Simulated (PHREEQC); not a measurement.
Silver or lead bath: an equilibrium model

Make-up at 25 °C: 6.5e-05 mol/kgw Ag2SO4, 0.0015 mol/kgw HF and 0.003 mol/kgw Cu(NO3)2. Closed to the air; pH follows from the charge balance.

The numbers come from PHREEQC with the ion-association model, wateq4f.dat.

| Item | Result |
|---|---|
| pH | 3.15 |
| ionic strength | 0.00986 mol/kgw |
| total alkalinity | -1.50 meq/kg |

```tsv
species	molality	activity	log γ
NO3-	0.00600	0.00539	-0.046
Cu+2	0.00296	0.00200	-0.169
H+	0.000776	0.000709	-0.039
F-	0.000749	0.000675	-0.045
HF	0.000716	0.000718	0.001
Ag+	0.000129	0.000117	-0.045
SO4-2	4.90e-5	3.28e-5	-0.175
CuF+	2.73e-5	2.46e-5	-0.045
CuSO4	1.34e-5	1.34e-5	0.001
HSO4-	2.50e-6	2.26e-6	-0.044
HF2-	2.06e-6	1.86e-6	-0.045
H2F2	1.34e-6	1.34e-6	0.001
AgNO3	3.22e-7	3.23e-7	0.001
AgF	1.80e-7	1.81e-7	0.001
AgSO4-	8.28e-8	7.47e-8	-0.045
```

Precipitation was switched off in this run.
